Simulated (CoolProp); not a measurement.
Propylene along the isobar 4.83 MPa: density (kg/m³) from the reference equation and from simpler models built on Tc = 364.2 K, pc = 4.555 MPa, ω = 0.146; each cubic takes its own stable root.

Values from CoolProp's reference Helmholtz-energy equation of state, Lemmon 2013.

```
T (K)          phase  reference  van der Waals  Redlich-Kwong  Soave-Redlich-Kwong  Peng-Robinson
-----  -------------  ---------  -------------  -------------  -------------------  -------------
184           liquid      662.8          419.9              …                    …          699.4
211.5         liquid      631.7          403.4          589.4                595.2          670.6
239.1         liquid      598.9              …              …                564.3              …
266.6         liquid      563.6          364.6          518.7                528.1          596.8
294.2         liquid      523.9          340.6          474.3                484.4          547.6
321.7         liquid          …              …              …                429.1          484.3
349.3         liquid      407.3          267.8          341.8                348.1          389.9
376.9  supercritical      123.1          122.0          123.2                120.2          127.0
404.4  supercritical      87.65          89.04          88.67                86.49          90.24
```

**Question.** What belongs in the gaps?

**Answer.** 
- 184, Redlich-Kwong: 618.4
- 184, Soave-Redlich-Kwong: 621.9
- 239.1, van der Waals: 385.1
- 239.1, Redlich-Kwong: 556.4
- 239.1, Peng-Robinson: 636.8
- 321.7, reference: 476.2
- 321.7, van der Waals: 310.9
- 321.7, Redlich-Kwong: 419.6
